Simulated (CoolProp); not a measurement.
Vapour-liquid equilibrium of R143a (1) + R134a (2) at 309.3 K; x and y are mole fractions of (1).

Values from CoolProp's multi-fluid Helmholtz-energy mixture model, Lemmon and Jacobsen 2000 and Tillner-Roth 1994; pair parameters Lemmon 2004.

Task: Give the bubble pressure and the first vapour's composition at x = 0.2, 0.5, 0.95. Is there an azeotrope?

Result: x = 0.2: 1057 kPa, y = 0.282; x = 0.5: 1276 kPa, y = 0.605; x = 0.95: 1628 kPa, y = 0.965. No azeotrope shows between x = 0.05 and 0.95.

The pair parameters rest on a limited set of measurements; away from them the model extrapolates.
